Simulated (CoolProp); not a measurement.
A simple Rankine cycle with R1336mzz(Z): condensing at 305.15 K, boiler at 0.924 MPa, turbine inlet 499 K, turbine efficiency 0.75, pump efficiency 0.6, no recuperator. Each further row changes one setting.

Computed with CoolProp (reference Helmholtz-energy equation of state, McLinden 2020).

| case | thermal efficiency (%) | net work (kJ/kg) | heat in (kJ/kg) | turbine exit temperature (K) | volume ratio over the turbine |
|---|---|---|---|---|---|
| as stated | 10.8 | 38.1 | 354 | 457.3 | 9.44 |
| condensing temperature 297.15 K | 11.9 | 43.2 | 364 | 452.4 | 12.7 |
| boiler pressure 0.647 MPa | 9.2 | 32.9 | 357 | 464.6 | 6.55 |
| turbine efficiency 0.65 | 9.3 | 32.9 | 354 | 462.1 | 9.55 |
